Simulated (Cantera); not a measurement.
Charge: 1 mol Si3N4, 21 mol H2O, equilibrated at 1850 K and 1.70 mbar.

Method: chemical equilibrium by Gibbs-energy minimisation in Cantera with the NASA 1993 tables (ideal gas, pure condensed phases). Candidate condensed phases: H2O, Si, SiO2, Si2N2O, Si3N4; 35 gas species. The tables hold silica as quartz up to 1696 K and as liquid above; real silica turns to tridymite and cristobalite and melts near 1996 K. Rates play no part.

Base state: H2O 0.649, H2 0.256, N2 0.0865, H 0.00661, SiO 0.00131, OH 0.00124, O2 2.72e-5, O 2.44e-5 (mole fractions); condensed: SiO2(condensed).

Problem. What changes in the equilibrium state with this change: H2O from 21 to 0.21 mol?

Solution. 
```csv
species,before,after
N2,0.0865,0.822
SiO,0.00131,0.0863
H2,0.256,0.0843
H2O,0.649,1.31e-8
Si,<1e-9,0.00379
OH,0.00124,<1e-9
Si2N,<1e-9,8.28e-5
SiN,<1e-9,5.44e-5
"SiO2(condensed), mol",2.97,0
"Si(l), mol",0,2.78
```
The tables' values for SiN are old estimates; treat these amounts as uncertain.
